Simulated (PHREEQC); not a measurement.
Solution (70 °C): 0.0027 mol CuSO4, 0.00019 mol HCl and 0.0022 mol KCl per kg of water. Closed to the air; pH follows from the charge balance.

All values are PHREEQC results (ion-association model, phreeqc.dat), not measurements.

```json
[
 {"quantity": "pH", "before": "3.91", "after": "4.12"},
 {"quantity": "ionic strength (mol/kgw)", "before": "0.0109", "after": "0.0656"},
 {"quantity": "Cu+2 (mol/kgw)", "before": "0.00215", "after": "0.0158"},
 {"quantity": "SO4-2 (mol/kgw)", "before": "0.00211", "after": "0.0158"},
 {"quantity": "CuSO4 (mol/kgw)", "before": "0.000492", "after": "0.0109"},
 {"quantity": "CuCl+ (mol/kgw)", "before": "5.86e-5", "after": "0.000257"},
 {"quantity": "SI of Sylvite (KCl)", "before": "-6.50", "after": "-6.68"}
]
```

Q: Name the change that produced these shifts.
A. CuSO4 from 0.0027 to 0.027 mol/kgw
B. CuSO4 from 0.0027 to 0.0054 mol/kgw
C. temperature from 70 to 20 °C
D. 0.00013 mol/kgw Fe2(SO4)3 added
E. diluted 2-fold with water

A: A, CuSO4 from 0.0027 to 0.027 mol/kgw

No solid was allowed to form. Away from 25 °C the constants follow the database's enthalpies or fits; those with neither stay at their 25 °C values.
